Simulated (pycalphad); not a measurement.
# Effect of Al content in Mg-Al-Si

CALPHAD calculation (pycalphad, COST 507 light-alloy database (1999)), 1 atm. The database dates from 1999; later assessments differ in places, in temperatures and in the compounds included. Amounts are mole fractions of atoms. Diffusion is slow at the low end, where real alloys seldom reach equilibrium.

Problem. One of these alloys has its liquidus at 1072 K, its solidus at 731 K, and holds hcp 0.64, MG2SI 0.19, ALMG_GAMMA 0.17 at 425 K. Which?
A) Mg-17.37Al-7.129Si (wt.%)
B) Mg-8.761Al-7.191Si (wt.%)
C) Mg-2.205Al-7.239Si (wt.%)
D) Mg-4.4Al-7.223Si (wt.%)
E) Mg-3.298Al-7.231Si (wt.%)

Solution. B, Mg-8.761Al-7.191Si (wt.%). The others: Mg-2.205Al-7.239Si (wt.%), liquidus 1086, solidus 864; Mg-3.298Al-7.231Si (wt.%), liquidus 1084, solidus 839; Mg-4.4Al-7.223Si (wt.%), liquidus 1081, solidus 815; Mg-17.37Al-7.129Si (wt.%), liquidus 1062, solidus 709

Database names, with the compositions (at.%) that they take in these runs: MG2SI: Mg 67 Si 33; ALMG_GAMMA: Mg 59 Al 40.
